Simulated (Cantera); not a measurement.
# Reactions in the system C-H-N-Ta

Source: NASA polynomial tables (part measured, part estimated), evaluated in Cantera. Values are per mole of reaction as written; species without (g) are pure solids or liquids, kept so even where they would boil at 1 bar. TaC: taken at fixed stoichiometry.

HCN(g) + C2H2(g) + 3 Ta ⇌ NH3(g) + 3 TaC

```json
[
 {"T (K)": "550", "ΔH° (kJ)": "-842.3", "ΔS° (J/K)": "-209.7", "ΔG° (kJ)": "-727.0", "log10 K": "69.04"},
 {"T (K)": "600", "ΔH° (kJ)": "-842.2", "ΔS° (J/K)": "-209.5", "ΔG° (kJ)": "-716.5", "log10 K": "62.37"},
 {"T (K)": "650", "ΔH° (kJ)": "-842.0", "ΔS° (J/K)": "-209.2", "ΔG° (kJ)": "-706.0", "log10 K": "56.73"},
 {"T (K)": "700", "ΔH° (kJ)": "-841.8", "ΔS° (J/K)": "-208.9", "ΔG° (kJ)": "-695.6", "log10 K": "51.90"},
 {"T (K)": "750", "ΔH° (kJ)": "-841.6", "ΔS° (J/K)": "-208.6", "ΔG° (kJ)": "-685.1", "log10 K": "47.72"},
 {"T (K)": "800", "ΔH° (kJ)": "-841.3", "ΔS° (J/K)": "-208.3", "ΔG° (kJ)": "-674.7", "log10 K": "44.05"},
 {"T (K)": "850", "ΔH° (kJ)": "-841.1", "ΔS° (J/K)": "-208.0", "ΔG° (kJ)": "-664.3", "log10 K": "40.82"}
]
```
